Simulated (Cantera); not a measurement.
# Stirred combustor or abatement burner

A perfectly stirred reactor is fed with 13.9 % CH4, 23.3 % O2, 62.8 % N2, equivalence ratio 1.2, at 2180 Torr; it is adiabatic with a 625 K inlet, and is followed from long to short residence time, starting on the burning branch (τ in s: 0.1, 0.031, 0.0099, 0.0031, 0.00097, 0.00031, 9.6e-05, 3e-05, 9.5e-06).

Detailed kinetics in Cantera: GRI-Mech 3.0 (53 species, 325 reactions).

```tsv
τ (s)	T (K)	x CH4	x O2	x OH	x C2H6	x HO2
0.10	2605	6.43e-7	0.00171	0.00690	<1e-12	9.92e-7
0.031	2603	2.03e-6	0.00177	0.00699	<1e-12	1.03e-6
0.0099	2599	6.00e-6	0.00196	0.00725	5.19e-12	1.13e-6
0.0031	2587	1.68e-5	0.00244	0.00785	4.06e-11	1.40e-6
0.00097	2560	4.29e-5	0.00352	0.00897	2.64e-10	2.00e-6
0.00031	2511	0.000103	0.00550	0.0105	1.50e-9	3.15e-6
9.6e-5	2437	0.000266	0.00889	0.0118	9.91e-9	5.38e-6
3.0e-5	2344	0.000811	0.0151	0.0117	1.01e-7	1.06e-5
9.5e-6	625	0.139	0.233	<1e-12	<1e-12	<1e-12
```
x: mole fraction; the columns are a selection and need not sum to one.
